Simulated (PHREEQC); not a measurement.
Solution (25 °C): 86 mmol/kgw HF and 2 mmol/kgw H4SiO4. Closed to the air; pH follows from the charge balance.

All values are PHREEQC results (ion-association model, wateq4f.dat), not measurements.

### Question
The ionic strength comes out as 0.0115 mol/kgw. What activity coefficients do SiF6-2, HF2-, F-, H+ get?

### Answer
SiF6-2 0.65, HF2- 0.89, F- 0.89, H+ 0.91.

This is a speciation only: nothing precipitates in the calculation. wateq4f.dat counts part of the HF as a dimer, H2F2, which phreeqc.dat doesn't know; its constant is uncertain. SiF6-2 is the database's only silicon fluoride.
